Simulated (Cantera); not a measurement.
Transport properties of process gases

Gas mixture: C₂H₂ : CH₃OH : CH₄ = 0.86 : 0.076 : 0.2 (molar parts), at 1.01 bar, frozen composition.

Cantera's kinetic-theory transport with the Lennard-Jones parameters of GRI-Mech 3.0, ideal gas; thermal conductivity in the multicomponent form. Polar gases are described roughly by these parameters. The composition is frozen, though it would react at the higher temperatures.

| T (K) | ρ (kg/m³) | cp (J/kg/K) | μ (µPa s) | λ (mW/m/K) | Pr | D (cm²/s) CH₄ | D (cm²/s) H₂ | D (cm²/s) H₂O |
|---|---|---|---|---|---|---|---|---|
| 400 | 0.752 | 1970 | 13.7 | 37.2 | 0.724 | 0.298 | 1.05 | 0.313 |
| 600 | 0.501 | 2341 | 19.1 | 61.7 | 0.724 | 0.615 | 2.10 | 0.683 |
| 800 | 0.376 | 2619 | 23.7 | 85.9 | 0.723 | 1.01 | 3.40 | 1.16 |
| 1000 | 0.301 | 2851 | 27.8 | 110 | 0.721 | 1.48 | 4.94 | 1.74 |
| 1200 | 0.251 | 3042 | 31.6 | 133 | 0.720 | 2.02 | 6.68 | 2.40 |
| 1400 | 0.215 | 3197 | 35.1 | 156 | 0.719 | 2.61 | 8.63 | 3.14 |
| 1600 | 0.188 | 3323 | 38.4 | 178 | 0.718 | 3.27 | 10.8 | 3.95 |
| 1800 | 0.167 | 3426 | 41.5 | 198 | 0.717 | 3.98 | 13.1 | 4.83 |
| 2000 | 0.150 | 3509 | 44.5 | 218 | 0.716 | 4.74 | 15.6 | 5.77 |
D: mixture-averaged diffusion coefficient of that species in the mixture.
